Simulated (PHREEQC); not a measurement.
0.12 g of hydrous ferric oxide (600 m²/g; 0.2 weak and 0.005 strong sites per Fe, Dzombak-Morel constants, diffuse double layer) in 1 kg of water with 0.001 mol/kgw of an inert sodium salt and 0.0092 mmol/kgw Ag2SO4, at 25 °C; the pH is set by adding NaOH or the inert anion's acid. Oxygen alone is held at its pressure in air (log pO2 = -0.68). No CO2 enters from the air. Precipitation was switched off in this run.

Model: ion-association model, wateq4f.dat, run in PHREEQC.

| pH | S sorbed (%) | Ag sorbed (%) | surface charge σ (C/m²) | surface potential ψ (mV) |
|---|---|---|---|---|
| 3 | 100.0 | 0.0 | 0.238 | 230 |
| 3.38 | 100.0 | 0.0 | 0.180 | 224 |
| 4.12 | 100.0 | 0.1 | 0.099 | 201 |
| 4.5 | 100.0 | 0.3 | 0.072 | 186 |
| 5.25 | 99.3 | 1.5 | 0.036 | 151 |
| 5.62 | 97.3 | 3.4 | 0.025 | 133 |
| 6.38 | 64.3 | 13.0 | 0.011 | 94 |
| 6.75 | 30.3 | 20.1 | 0.008 | 76 |
| 7.5 | 1.8 | 33.1 | 0.003 | 35 |
| 7.88 | 0.3 | 38.5 | 0.001 | 13 |
| 8.62 | 0.0 | 54.6 | -0.002 | -29 |
| 9 | 0.0 | 67.7 | -0.004 | -51 |

Species that the database lacks are ignored. The oxide is taken as insoluble; below pH 4 it would dissolve.
